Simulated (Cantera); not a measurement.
A perfectly stirred reactor is fed with 17.2 % CH₄, 22.9 % O₂, 59.8 % N₂, at 1.00 bar; it is adiabatic with a 550 K inlet, and is followed from long to short residence time, starting on the burning branch (τ in s: 0.03, 0.016, 0.0085, 0.0045, 0.0024, 0.0013, 0.00069, 0.00037, 0.0002, 0.0001, 5.6e-05).

Detailed kinetics in Cantera: GRI-Mech 3.0 (53 species, 325 reactions).

Q: Predict: blow-out, bracketed by the residence times tried; x(CH₄) at τ = 30.0 ms; x(O₂) at τ = 30.0 ms; x(HCO) at τ = 30.0 ms; x(NO) at τ = 30.0 ms; x(H₂O) at τ = 30.0 ms; x(CH₄) at τ = 1.30 ms; x(O₂) at τ = 1.30 ms; x(HCO) at τ = 1.30 ms; x(NO) at τ = 1.30 ms; x(H₂O) at τ = 1.30 ms.

A: 
```json
{
  "blow_out_bracketed_by_the_residence_times_tried": "burning at 0.100 ms, out at 56.0 µs",
  "x(CH₄) at τ = 30.0 ms": "3.89e-5",
  "x(O₂) at τ = 30.0 ms": "0.000135",
  "x(HCO) at τ = 30.0 ms": "2.44e-7",
  "x(NO) at τ = 30.0 ms": "0.000409",
  "x(H₂O) at τ = 30.0 ms": "0.210",
  "x(CH₄) at τ = 1.30 ms": "0.000334",
  "x(O₂) at τ = 1.30 ms": "0.00116",
  "x(HCO) at τ = 1.30 ms": "2.97e-6",
  "x(NO) at τ = 1.30 ms": "0.000447",
  "x(H₂O) at τ = 1.30 ms": "0.207"
}
```
